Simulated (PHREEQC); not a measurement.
Model water analysis in mg/kgw, 25 °C, pH 2.45, pe 9.4:

| constituent | mg/kgw |
|---|---|
| Na | 139 |
| K | 56.4 |
| Ca | 19 |
| Mg | 66.5 |
| Cl | 81.2 |
| S(6) as SO4 | 896 |
| Zn | 12 |
| O(0) (dissolved oxygen) | 0.378 |

Valence states are taken as typed.

The numbers come from PHREEQC with the ion-association model, phreeqc.dat.

Precipitation was switched off in this run.

Task: What ionic strength does the model give?

Result: ionic strength 0.0255 mol/kgw.

Task: In which forms is S present?

Result: SO4-2 71 %, HSO4- 16 %, MgSO4 9.5 %, CaSO4 1.3 %, NaSO4- 1.2 %, ZnSO4 0.6 % of the S.
